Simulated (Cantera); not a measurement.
Charge: 1 mol AlCl₃, 1.9 mol HCl, 1.8 mol H₂, 1.6 mol O₂, at 750 K and 1.33 mbar.

Cantera equilibrium calculation (NASA polynomials, part measured and part estimated; ideal gas, pure solids and liquids). Candidate condensed phases: Al, AlCl₃, Al₂O₃, H₂O; 29 gas species. Condensed phases not in the tables: AlOCl. Kinetics and transport are ignored.

Base state: HCl 0.669, H₂O 0.155, Cl₂ 0.102, O₂ 0.0737, Cl 2.37e-5 (mole fractions); condensed: Al₂O₃(s).

### Question
What changes in the equilibrium state with this change: temperature from 750 K to 1273 K?

### Answer
| species | before | after |
|---|---|---|
| HCl | 0.669 | 0.790 |
| O₂ | 0.0737 | 0.109 |
| H₂O | 0.155 | 0.0703 |
| Cl₂ | 0.102 | 0.00782 |
| Cl | 2.37e-5 | 0.0235 |
| OH | <1e-9 | 2.84e-5 |
| Al₂O₃(s), mol | 0.500 | 0.500 |

### Question
What changes in the equilibrium state with this change: temperature from 750 K to 1025 K?

### Answer
| species | before | after |
|---|---|---|
| HCl | 0.669 | 0.786 |
| O₂ | 0.0737 | 0.106 |
| H₂O | 0.155 | 0.0792 |
| Cl₂ | 0.102 | 0.0264 |
| Cl | 2.37e-5 | 0.00249 |
| Al₂O₃(s), mol | 0.500 | 0.500 |
